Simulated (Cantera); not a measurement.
Feed: 1 mol CH3SiH3, 0.28 mol C2H2, 16 mol H2, at 1975 °C.

These are equilibrium values from Cantera (NASA tables, ideal gas, pure condensed phases), not measurements of a reactor. Candidate condensed phases: C, C6H6, C7H8, C8H18, Si, SiC; 87 gas species. The feed counts by its element totals alone. Gases not in the tables: Si2H6 and higher silanes. Equilibrium is a limit: real reactors are often held back by kinetics, nucleation or transport.

x: gas mole fraction; n: condensed amount in mol.

```
P (Pa)   x H2         x H        x Si      x SiC2  x C2H2 (acetylene)  n C(graphite)  n SiC(s)
------  -----  ----------  ----------  ----------  ------------------  -------------  --------
100     0.753       0.202      0.0370     0.00425             0.00249           1.22         0
220     0.816       0.142      0.0327     0.00376             0.00270           1.13    0.0960
460     0.877       0.101      0.0157     0.00180             0.00290          0.759     0.583
1000    0.918      0.0704     0.00720    0.000827             0.00304          0.582     0.811
2200    0.945  (withheld)  (withheld)  (withheld)             0.00313          0.502     0.914
4600    0.961      0.0336     0.00157    0.000180             0.00318          0.467     0.958
10000   0.973  (withheld)  (withheld)  (withheld)             0.00322          0.449     0.980
22000   0.981      0.0155    0.000327     3.76e-5             0.00325          0.440     0.990
46000   0.986      0.0108    0.000157     1.80e-5             0.00326          0.435     0.994
100000  0.989     0.00731     7.20e-5     8.27e-6             0.00328          0.430     0.997
```

Task: Complete the blanks.

Result: 
- 2200, x H: 0.0481
- 2200, x Si: 0.00327
- 2200, x SiC2: 0.000376
- 10000, x H: 0.0229
- 10000, x Si: 0.000720
- 10000, x SiC2: 8.27e-5
